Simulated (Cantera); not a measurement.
**Thermodynamics of carbon deposition, reforming and gasification, feed CH4 + H2 + N2**

A closed system holds: 1 mol CH4, 1.4 mol H2, 0.36 mol N2, held at 1330 Pa.

These are equilibrium values from Cantera (NASA tables, ideal gas, pure condensed phases), not measurements of a reactor. Candidate condensed phases: C, C6H6, C7H8, C8H18; 110 gas species. Ions and electrons are included (thermal ionisation). Equilibrium is a limit: real reactors are often held back by kinetics, nucleation or transport.

From 1727 °C to 2727 °C the condensed part is C(graphite). From 3227 °C to 4727 °C nothing is condensed. The main C-bearing gas is HCN at 1727 °C and C at 4727 °C.

| T (°C) | x H2 | x H | x C | x N2 | x N | x C3 | x HCN | x C2H2 (acetylene) | x CN | n C(graphite) |
|---|---|---|---|---|---|---|---|---|---|---|
| 1727 | 0.889 | 0.0133 | 2.28e-9 | 0.0929 | 2.38e-9 | 2.08e-9 | 0.00424 | 0.000683 | 1.49e-6 | 0.978 |
| 2227 | 0.712 | 0.184 | 1.25e-5 | 0.0775 | 7.05e-7 | 3.73e-5 | 0.0166 | 0.00770 | 0.000248 | 0.856 |
| 2727 | 0.224 | 0.648 | 0.00380 | 0.0461 | 2.59e-5 | 0.0234 | 0.0203 | 0.0140 | 0.00606 | 0.0885 |
| 3227 | 0.0273 | 0.844 | 0.0436 | 0.0396 | 0.000382 | 0.0164 | 0.00268 | 0.000224 | 0.0128 | 0 |
| 3727 | 0.00367 | 0.836 | 0.105 | 0.0385 | 0.00302 | 0.000709 | 0.000191 | 9.90e-7 | 0.00911 | 0 |
| 4227 | 0.000765 | 0.828 | 0.117 | 0.0348 | 0.0145 | 1.11e-5 | 1.33e-5 | 4.69e-9 | 0.00382 | 0 |
| 4727 | 0.000215 | 0.816 | 0.118 | 0.0215 | 0.0421 | 3.18e-7 | 1.19e-6 | 5.49e-11 | 0.00145 | 0 |
x: gas mole fraction; n: condensed amount in mol.
